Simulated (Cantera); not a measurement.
Cantera run:

```python
import numpy as np
import cantera as ct

gas_names = """
    AL ALH ALO ALOH ALO2 ALO2H AL2 AL2O AL2O2 H HALO HO2 H2 H2O H2O2 O OH O2 O3
""".split()
cond_names = """
    AL(cr) AL(L) AL2O3(a) AL2O3(L) H2O(s) H2O(L)
""".split()


def load(file, names, dense=False):
    # The tables refer to 1 bar. Condensed volumes are neglected.
    table = {s.name: s for s in ct.Species.list_from_file(file)}
    out = []
    for n in names:
        d = dict(table[n].input_data)
        d["thermo"] = dict(d["thermo"], **{"reference-pressure": 1e5})
        if dense:
            d["equation-of-state"] = {"model": "constant-volume", "density": "1e6 g/cm^3"}
        out.append(ct.Species.from_dict(d))
    return out


gas = ct.Solution(thermo="ideal-gas", species=load("nasa_gas.yaml", gas_names))
cond = {s.name: ct.Solution(thermo="fixed-stoichiometry", species=[s], name=s.name)
        for s in load("nasa_condensed.yaml", cond_names, dense=True)}
atoms = {
    'Al2O3': {'AL': 2, 'O': 3},
    'H2O': {'H': 2, 'O': 1},
}
top_T = {}  # K; cautious upper limits of use, not melting points


def equilibrate(T, P, feed):
    n = {}
    for name, mol in feed.items():
        for a, k in atoms[name].items():
            n[a] = n.get(a, 0.0) + k * mol
    gas.TPX = T, P, n
    mass = sum(n.values()) * gas.mean_molecular_weight
    gas.equilibrate("TP")
    valid = [c for c in cond.values() if c.min_temp <= T <= top_T.get(c.name, c.max_temp)]
    mix = ct.Mixture([(gas, mass / gas.mean_molecular_weight)] + [(c, 0.0) for c in valid])
    mix.T, mix.P = T, P
    mix.equilibrate("TP", solver="vcs", rtol=1e-11, max_steps=5000)
    return mix


results = []
feed = {'Al2O3': 1, 'H2O': 2.8}  # mol
P = 10000  # Pa
for T in [1373, 1473, 1573, 1673, 1773, 1873, 1973, 2073, 2173, 2273, 2373]:
    mix = equilibrate(T, P, feed)
    results.append((T, P, feed, dict(zip(mix.species_names, mix.species_moles))))

top = {s: max(r[3][s] / sum(r[3][g] for g in gas_names) for r in results) for s in gas_names}
cols = sorted((s for s in top if top[s] > 0.001), key=lambda s: -top[s])[:9]
seen = [c for c in cond_names if any(r[3].get(c, 0) > 1e-12 for r in results)]
print("log10 of partial pressures in bar; condensed amounts in mol")
print(f"{'T/K':>10s}" + "".join(f"{s[:9]:>10s}" for s in cols + seen))
for T, P, feed, n in results:
    ng = sum(n[g] for g in gas_names)
    print(f"{T:10.4g}" + "".join(f"{np.log10(max(n[s] / ng * P / 1e5, 1e-99)):10.3f}" for s in cols)
          + "".join(f"{n.get(c, 0):10.4g}" for c in seen))
```

Output:

```
log10 of partial pressures in bar; condensed amounts in mol
       T/K       H2O        H2        OH        O2         H         O  AL2O3(a)  AL2O3(L)
      1373    -1.000    -4.908    -5.772    -5.240    -7.932    -8.830         1         0
      1473    -1.000    -4.476    -5.245    -4.815    -7.136    -7.962         1         0
      1573    -1.001    -4.097    -4.785    -4.444    -6.439    -7.203         1         0
      1673    -1.001    -3.763    -4.381    -4.119    -5.825    -6.535         1         0
      1773    -1.003    -3.467    -4.023    -3.831    -5.279    -5.943         1         0
      1873    -1.005    -3.202    -3.704    -3.574    -4.791    -5.414         1         0
      1973    -1.009    -2.966    -3.418    -3.346    -4.353    -4.939         1         0
      2073    -1.015    -2.753    -3.162    -3.141    -3.957    -4.510         1         0
      2173    -1.024    -2.562    -2.932    -2.957    -3.598    -4.122         1         0
      2273    -1.037    -2.392    -2.726    -2.794    -3.271    -3.770         1         0
      2373    -1.057    -2.240    -2.542    -2.648    -2.975    -3.449         0    0.9999
```

Cantera equilibrium calculation (NASA polynomials, part measured and part estimated; ideal gas, pure solids and liquids). Gases not in the tables: Al(OH)3.
